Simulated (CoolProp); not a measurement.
Toluene along the isobar 18.7 bar: fugacity coefficient from the reference equation and from simpler models built on Tc = 591.7 K, pc = 41.26 bar, ω = 0.266; each cubic takes its own stable root.

Values from CoolProp's reference Helmholtz-energy equation of state, Lemmon 2006. It is a short technical equation, of lower accuracy than the large ones.

```tsv
T (K)	phase	reference	van der Waals	Redlich-Kwong	Peng-Robinson
500.9	liquid	0.5338	0.7988	0.6540	0.5405
517.9	liquid	0.6597	0.8147	0.7752	0.6678
534.9	gas	0.7709	0.8288	0.7978	0.7739
551.9	gas	0.7948	0.8414	0.8154	0.7949
569	gas	0.8153	0.8528	0.8311	0.8135
586	gas	0.8329	0.8631	0.8450	0.8299
603	gas	0.8482	0.8724	0.8574	0.8447
620	gas	0.8618	0.8809	0.8686	0.8579
```

At some of these states van der Waals gives the other phase, because its saturation line lies elsewhere.
